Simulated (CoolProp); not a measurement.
A single-stage vapour-compression cycle with R22: evaporating at 247.15 K (dew point), condensing at 317.15 K (bubble point), superheat 2 K, subcooling 2 K, compressor efficiency 0.75, no pressure losses. Each further row changes one setting.

The numbers come from the reference Helmholtz-energy equation of state, Kamei 1995 in CoolProp.

```csv
case,cooling COP,pressure ratio,discharge temperature (K),refrigerating effect (kJ/kg),volumetric capacity (kJ/m³)
as stated,1.90,8.73,377.6,143,1230
evaporating temperature 252.15 K,?,?,371.6,146,1500
condensing temperature 312.15 K,2.12,7.74,369.7,150,1280
subcooling 7 K,1.99,8.73,377.6,150,1280
superheat 12 K,1.90,8.73,389.5,150,?
compressor efficiency 0.65,1.65,8.73,391.3,143,1230
```

Task: Complete the blanks.

Result: 
- evaporating temperature 252.15 K, cooling COP: 2.14
- evaporating temperature 252.15 K, pressure ratio: 7.16
- superheat 12 K, volumetric capacity (kJ/m³): 1220
